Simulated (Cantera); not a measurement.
Mixture: CO : H2 : CH4 : O2 : N2 = 1 : 0.37 : 1 : 3.58 : 14 (molar parts), equivalence ratio 0.75, at 0.890 bar, adiabatic and at constant pressure. Ignition delay is the time to a rise of 400 K.

Cantera simulation using GRI-Mech 3.0 (53 species, 325 reactions); the numbers are that mechanism's predictions, not measurements.

Question: At T0 = 1400 K, what is the delay, and which 6 reactions control it most (d ln τ / d ln k, from doubling and halving each rate constant)?

Answer: The delay is 0.582 ms.
```json
[
 {"reaction": "H + O2 <=> O + OH", "d ln τ / d ln k": "-1.02", "faster rate": "shortens it"},
 {"reaction": "CH4 + OH <=> CH3 + H2O", "d ln τ / d ln k": "0.46", "faster rate": "lengthens it"},
 {"reaction": "2 CH3 (+M) <=> C2H6 (+M)", "d ln τ / d ln k": "0.33", "faster rate": "lengthens it"},
 {"reaction": "H2 + OH <=> H + H2O", "d ln τ / d ln k": "-0.30", "faster rate": "shortens it"},
 {"reaction": "CH4 + H <=> CH3 + H2", "d ln τ / d ln k": "0.24", "faster rate": "lengthens it"},
 {"reaction": "CH3 + HO2 <=> CH3O + OH", "d ln τ / d ln k": "-0.19", "faster rate": "shortens it"}
]
```
